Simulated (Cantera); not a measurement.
An isothermal, constant-pressure homogeneous reactor starts with CH4 : CO2 : H2 = 1 : 2 : 1.5 (molar parts), at 1873 K and 10.0 bar.

Cantera simulation using GRI-Mech 3.0 (53 species, 325 reactions); the numbers are that mechanism's predictions, not measurements.

x: mole fraction; the columns are a selection and need not sum to one.

```json
[
 {"t (s)": "0.000500", "x CH4": "0.107", "x CO2": "0.251", "x H2": "0.292", "x C2H4": "0.00346", "x CH3": "…", "x H": "9.84e-5"},
 {"t (s)": "0.00198", "x CH4": "0.0376", "x CO2": "0.0996", "x H2": "0.251", "x C2H4": "0.00253", "x CH3": "…", "x H": "0.000101"},
 {"t (s)": "0.00783", "x CH4": "0.0207", "x CO2": "0.0655", "x H2": "0.295", "x C2H4": "0.00200", "x CH3": "…", "x H": "0.000113"},
 {"t (s)": "0.0310", "x CH4": "0.0133", "x CO2": "0.0449", "x H2": "0.360", "x C2H4": "0.000860", "x CH3": "…", "x H": "0.000124"},
 {"t (s)": "0.122", "x CH4": "0.00379", "x CO2": "0.0330", "x H2": "0.406", "x C2H4": "6.89e-5", "x CH3": "…", "x H": "0.000131"},
 {"t (s)": "0.485", "x CH4": "3.21e-5", "x CO2": "0.0310", "x H2": "0.415", "x C2H4": "5.41e-9", "x CH3": "…", "x H": "0.000132"},
 {"t (s)": "1.92", "x CH4": "2.78e-6", "x CO2": "0.0310", "x H2": "0.416", "x C2H4": "5.71e-11", "x CH3": "1.78e-8", "x H": "0.000133"},
 {"t (s)": "7.58", "x CH4": "2.78e-6", "x CO2": "0.0310", "x H2": "0.416", "x C2H4": "5.71e-11", "x CH3": "1.78e-8", "x H": "0.000133"},
 {"t (s)": "30.0", "x CH4": "2.78e-6", "x CO2": "0.0310", "x H2": "0.416", "x C2H4": "5.71e-11", "x CH3": "1.78e-8", "x H": "0.000133"}
]
```

**Question.** What belongs in the gaps?

**Answer.** 
- 0.000500, x CH3: 0.000721
- 0.00198, x CH3: 0.000302
- 0.00783, x CH3: 0.000159
- 0.0310, x CH3: 9.16e-5
- 0.122, x CH3: 2.44e-5
- 0.485, x CH3: 2.05e-7
